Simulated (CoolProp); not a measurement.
Saturation properties of CH3F (R41) (Tc = 44.1 °C, pc = 5.906 MPa, ω = 0.200).

Computed with CoolProp (reference Helmholtz-energy equation of state, Lemmon 2006). It is a short technical equation, of lower accuracy than the large ones.

```csv
T (°C),p (MPa),liquid density (kg/m³),vapour density (kg/m³),enthalpy of vaporisation (kJ/kg),liquid cp (kJ/(kg K)),surface tension (mN/m)
-88.15,0.05720,901.3,1.305,500.9,2.061,17.0
-79.95,0.09273,884.5,2.047,489.9,2.070,15.7
-71.85,0.1431,867.4,3.073,478.5,2.083,14.5
-63.65,0.2139,849.6,4.483,466.3,2.101,13.2
-55.45,0.3093,831.2,6.355,453.3,2.127,12.0
-47.25,0.4344,812.0,8.795,439.5,2.159,10.8
-39.15,0.5927,792.2,11.88,424.9,2.200,9.59
-30.95,0.7940,771.2,15.84,408.9,2.253,8.43
-22.75,1.043,749.0,20.84,391.5,2.319,7.30
-14.55,1.346,725.3,27.12,372.4,2.404,6.21
-6.45,1.706,700.2,34.92,351.5,2.515,5.16
1.75,2.139,672.7,44.92,327.8,2.667,4.14
9.95,2.650,642.2,57.81,300.7,2.886,3.17
18.15,3.249,607.6,74.86,269.2,3.232,2.26
```

It boils at -78.4 °C under 1 atm.

Surface tension comes from a separate correlation (Mulero 2012).
